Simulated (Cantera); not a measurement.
What does this Cantera script print?

```python
import numpy as np
import cantera as ct

gas = ct.Solution("gri30.yaml")
gas.TPX = 698, 180000, {'CH3OH': 1, 'O2': 1.72, 'N2': 6.9}
inlet = ct.Reservoir(gas, clone=True)
gas.equilibrate("HP")  # start burning
reactor = ct.IdealGasConstPressureReactor(gas, energy="on", clone=False)
exhaust = ct.Reservoir(gas, clone=True)
tau = [0.066, 0.027, 0.011, 0.0045, 0.0018, 0.00075, 0.00031, 0.00013, 5.1e-05, 2.1e-05, 8.6e-06, 3.5e-06][0]
for a, b in ((inlet, reactor), (reactor, exhaust)):
    ct.MassFlowController(a, b, mdot=lambda t: reactor.mass / tau)
net = ct.ReactorNet([reactor])
show = ['CH3OH', 'O2', 'HO2', 'CH4', 'HCO']

rows = []
print(f"{'tau/s':>10s}{'T/K':>9s}" + "".join(f"{s:>11s}" for s in show))
for tau in [0.066, 0.027, 0.011, 0.0045, 0.0018, 0.00075, 0.00031, 0.00013, 5.1e-05, 2.1e-05, 8.6e-06, 3.5e-06]:
    net.initial_time = 0.0
    net.advance(30 * tau)
    before = gas.X
    net.advance(40 * tau)
    drift = np.max(np.abs(gas.X - before) / (gas.X + 1e-9))
    rows.append([gas.T, *gas[show].X, drift])
    print(f"{tau:10.3e}{gas.T:9.1f}" + "".join(f"{x:11.3e}" for x in gas[show].X))
```

Result:

```
     tau/s      T/K      CH3OH         O2        HO2        CH4        HCO
 6.600e-02   2302.1  5.963e-07  2.289e-02  2.601e-06  3.333e-08  2.855e-08
 2.700e-02   2296.8  1.366e-06  2.369e-02  2.785e-06  6.584e-08  6.896e-08
 1.100e-02   2283.0  2.993e-06  2.472e-02  3.150e-06  1.105e-07  1.692e-07
 4.500e-03   2255.4  6.114e-06  2.616e-02  3.954e-06  1.561e-07  4.158e-07
 1.800e-03   2209.8  1.201e-05  2.825e-02  5.762e-06  2.254e-07  1.043e-06
 7.500e-04   2151.4  2.256e-05  3.079e-02  9.155e-06  4.092e-07  2.488e-06
 3.100e-04   2081.7  4.408e-05  3.382e-02  1.534e-05  9.861e-07  5.918e-06
 1.300e-04   2007.0  9.213e-05  3.749e-02  2.670e-05  2.847e-06  1.384e-05
 5.100e-05   1917.1  2.442e-04  4.376e-02  5.822e-05  1.066e-05  3.566e-05
 2.100e-05    698.0  1.040e-01  1.788e-01 -5.140e-19 -2.234e-19 -4.237e-29
 8.600e-06    698.0  1.040e-01  1.788e-01  2.526e-19  1.592e-21  6.121e-31
 3.500e-06    698.0  1.040e-01  1.788e-01  1.010e-19  4.229e-22  2.597e-31
```

Computed with Cantera and GRI-Mech 3.0 (53 species, 325 reactions). GRI-Mech 3.0 was tuned for natural gas; its chemistry of methanol as a main component is partial and can be far from experiment.
